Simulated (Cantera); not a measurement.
A freely propagating, adiabatic, planar premixed flame of 8.55 % CH₄, 0.701 % CO, 17.4 % O₂, 73.3 % N₂, equivalence ratio 1.0, unburnt at 423 K and 900 Torr; mixture-averaged transport, grid criteria slope 0.08 and curve 0.16, no radiation.

Model: GRI-Mech 3.0 (53 species, 325 reactions), integrated in Cantera. Burning velocities carry a grid error of a few per cent, more on coarse grids.

x: mole fraction of selected species; z is measured from the peak of heat release.

```csv
z (mm),T (K),u (m/s),x CH₄,x CO,x O₂,x NO,x H₂O,x C₂H
-1.17,423,0.530,0.0855,0.00701,0.174,<1e-8,2.27e-5,<1e-8
-0.779,425,0.533,0.0852,0.00702,0.174,<1e-8,0.000254,<1e-8
-0.584,431,0.542,0.0847,0.00712,0.173,<1e-8,0.00118,<1e-8
-0.390,(withheld),0.617,0.0810,0.00820,0.169,1.15e-7,0.00827,<1e-8
-0.195,(withheld),1.13,0.0579,0.0184,0.138,2.05e-6,0.0498,<1e-8
-0.0974,(withheld),1.67,0.0321,0.0321,0.0993,5.08e-6,0.0903,<1e-8
0,(withheld),2.18,0.00721,0.0450,0.0538,1.00e-5,0.130,8.81e-8
0.0974,1840,2.38,0.000400,0.0407,0.0289,1.60e-5,0.146,5.28e-8
0.195,1890,2.43,1.05e-5,0.0319,0.0211,1.98e-5,0.149,<1e-8
0.390,1949,2.49,1.52e-8,0.0240,0.0168,2.38e-5,0.150,<1e-8
0.779,2017,2.57,<1e-8,0.0199,0.0138,2.89e-5,0.153,<1e-8
1.56,2086,2.65,<1e-8,0.0167,0.0110,3.66e-5,0.158,<1e-8
3.12,2142,2.71,<1e-8,0.0134,0.00844,4.78e-5,0.162,<1e-8
```

What belongs in the gaps?


- -0.390, T (K): 488
- -0.195, T (K): 882
- -0.0974, T (K): 1295
- 0, T (K): 1685
